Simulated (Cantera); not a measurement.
A perfectly stirred reactor is fed with CH₄ : H₂ = 0.027 : 1 (molar parts), at 1330 Pa; it is held at 1750 K, and followed from long to short residence time.

Computed with Cantera and GRI-Mech 3.0 (53 species, 325 reactions). GRI-Mech 3.0 stops at C3 and has no aromatics, soot or wall deposition, so with more carbon than oxygen in the feed, carbon stays in small species such as C2H2 where larger ones or solid carbon would form. Radical loss at walls, strong at low pressure, is not modelled.

x: mole fraction; the columns are a selection and need not sum to one.

```
τ (s)         x CH₄   x H₂      x C₂H₆      x C₂H₄       x CH₃       x CH₂       x C₂H
-------  ----------  -----  ----------  ----------  ----------  ----------  ----------
23          0.00265  0.984     3.39e-8     6.09e-6    0.000103     2.07e-7     1.55e-7
3.3      (withheld)  0.982  (withheld)  (withheld)  (withheld)  (withheld)  (withheld)
0.46         0.0159  0.977     8.67e-7     3.09e-5    0.000470     6.62e-7     4.96e-8
0.066        0.0244  0.974     1.09e-6     4.07e-5    0.000456     4.08e-7     4.17e-9
0.0093       0.0262  0.974  (withheld)  (withheld)  (withheld)  (withheld)    2.64e-12
0.0013       0.0263  0.974     1.44e-9     1.26e-8     1.42e-5    3.94e-10      <1e-12
0.00019      0.0263  0.974    1.22e-11    4.20e-11     2.16e-6    8.00e-12      <1e-12
```

Task: Fill in the missing entries.

Result: 
- 3.3, x CH₄: 0.00692
- 3.3, x C₂H₆: 2.06e-7
- 3.3, x C₂H₄: 1.07e-5
- 3.3, x CH₃: 0.000244
- 3.3, x CH₂: 4.32e-7
- 3.3, x C₂H: 1.14e-7
- 0.0093, x C₂H₆: 8.25e-8
- 0.0093, x C₂H₄: 2.78e-6
- 0.0093, x CH₃: 9.94e-5
- 0.0093, x CH₂: 1.96e-8
